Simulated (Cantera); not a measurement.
Mixture: 12.6 % CO, 2.15 % H2, 2.15 % CH4, 17.4 % O2, 65.6 % N2, at 1000000 Pa, adiabatic and at constant pressure. Ignition delay is the time to a rise of 400 K.

Model: GRI-Mech 3.0 (53 species, 325 reactions), integrated in Cantera. Below about 1000 K GRI-Mech 3.0 lacks low-temperature oxidation paths. Below about 950 K walls govern HO2 and H2O2 in real vessels.

Predict: delay at 923 K; delay at 1073 K; delay at 1223 K; delay at 1373 K; delay at 1523 K; apparent activation energy between 1373 and 1523 K.


```json
{
 "delay at 923 K": "47.1 ms",
 "delay at 1073 K": "1.23 ms",
 "delay at 1223 K": "0.121 ms",
 "delay at 1373 K": "30.0 µs",
 "delay at 1523 K": "11.5 µs",
 "apparent activation energy between 1373 and 1523 K": "110 kJ/mol"
}
```
